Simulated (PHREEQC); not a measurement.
Dissolve 0.024 mol/kgw HCl, 0.072 mol/kgw ZnSO4 and 0.00012 mol/kgw MnSO4 at 25 °C. It is in equilibrium with CO2 at log p = 0 (atm). Otherwise closed; pH follows from the charge balance.

Model: ion-association model, phreeqc.dat, run in PHREEQC.

| quantity | before | after |
|---|---|---|
| ionic strength (mol/kgw) | 0.171 | 0.0916 |
| SO4-2 (mol/kgw) | 0.0264 | 0.0161 |
| HSO4- (mol/kgw) | 0.0110 | 0.00465 |
| HCO3- (mol/kgw) | 1.90e-6 | 3.10e-6 |

Q: Name the change that produced these shifts.
A. MnSO4 from 0.00012 to 0.000108 mol/kgw
B. MnSO4 from 0.00012 to 0.000132 mol/kgw
C. HCl left out
D. diluted 2-fold with water
E. MnSO4 left out

A: D, diluted 2-fold with water

Precipitation was switched off in this run.
